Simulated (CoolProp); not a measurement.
A Linde-Hampson liquefier for oxygen: isothermal reversible compression at 200 K from 1 atm to 5 MPa, throttling to 1 atm, return gas leaving the recuperator 5 K below the feed. Each further row changes one setting.

Model: reference Helmholtz-energy equation of state, Schmidt 1985, in CoolProp.

| case | liquid yield per pass | compression work (kJ/kg of gas) |
|---|---|---|
| as stated | ? | 195 |
| high pressure 10 MPa | ? | ? |
| warm-end temperature 230 K | ? | ? |
| warm-end gap 10 K | ? | 195 |

Question: Fill in the missing entries.

Answer: 
- as stated, liquid yield per pass: 0.074
- high pressure 10 MPa, liquid yield per pass: 0.183
- high pressure 10 MPa, compression work (kJ/kg of gas): 223
- warm-end temperature 230 K, liquid yield per pass: 0.046
- warm-end temperature 230 K, compression work (kJ/kg of gas): 228
- warm-end gap 10 K, liquid yield per pass: 0.060
